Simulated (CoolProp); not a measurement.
A single-stage vapour-compression cycle with the fluid: evaporating at 252.15 K (dew point), condensing at 312.15 K (bubble point), superheat 5 K, subcooling 5 K, compressor efficiency 0.9, no pressure losses. The same conditions are run with several fluids, on thermodynamics alone (safety and materials aside).

Computed with CoolProp (reference Helmholtz-energy equation of state of each fluid (C3F8 (R218): Lemmon 2006; propylene: Lemmon 2013; chlorine: Thol 2021; R22: Kamei 1995; R245ca: Zhou 2016; R142b: Lemmon 2006)).

| fluid | cooling COP | pressure ratio | discharge temperature (K) | refrigerating effect (kJ/kg) | volumetric capacity (kJ/m³) |
|---|---|---|---|---|---|
| C3F8 (R218) | … | 6.33 | 312.2 | 42.5 | 794 |
| propylene | 2.88 | 5.46 | … | 276 | 1730 |
| chlorine | 3.01 | 6.42 | 420.8 | 228 | 1360 |
| R22 | 2.95 | 6.34 | … | 158 | … |
| R245ca | 3.06 | 15.0 | … | 159 | 112 |
| R142b | 3.07 | 8.34 | 330.6 | 164 | … |

### Question
Complete the blanks.

### Answer

- C3F8 (R218), cooling COP: 2.10
- propylene, discharge temperature (K): 337.3
- R22, discharge temperature (K): 354.4
- R22, volumetric capacity (kJ/m³): 1610
- R245ca, discharge temperature (K): 320.6
- R142b, volumetric capacity (kJ/m³): 482

The compression ends wet for: C3F8 (R218).
